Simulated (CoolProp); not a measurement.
The numbers come from the reference Helmholtz-energy equation of state, Thol 2019 in CoolProp.

Q: Give the vapour pressure (MPa), enthalpy of vaporisation (kJ/kg), surface tension (mN/m) of saturated dodecamethylpentasiloxane (MD3M) at 335.6, 525.9 K.

A: 
```json
[
 {"T (K)": "335.6", "p (MPa)": "0.000127", "enthalpy of vaporisation (kJ/kg)": "165", "surface tension (mN/m)": "15.2"},
 {"T (K)": "525.9", "p (MPa)": "0.167", "enthalpy of vaporisation (kJ/kg)": "101", "surface tension (mN/m)": "4.09"}
]
```

Surface tension comes from a separate correlation (Mulero 2014), older than this fluid's equation and unchecked against measurements.
